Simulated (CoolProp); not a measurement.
50 sccm (0 °C, 1 atm) of nitrogen bubbles through liquid hexamethyldisiloxane (MM) at 286.4 K and leaves saturated at a total pressure of 0.0376 MPa (ideal gas phase). Each further row changes one setting.

Values from CoolProp's reference Helmholtz-energy equation of state, Thol 2016.

| case | vapour pressure (kPa) | mole fraction of vapour | delivery (mg/min) | delivery (sccm) | change of delivery for a bath 1 K warmer (%) |
|---|---|---|---|---|---|
| as stated | 2.98 | 0.0793 | 31.2 | 4.30 | 6.3 |
| bath temperature 291.4 K | 3.92 | 0.104 | 42.2 | 5.82 | 6.2 |
| total pressure 0.0752 MPa | 2.98 | 0.0396 | 14.9 | 2.06 | 6.0 |
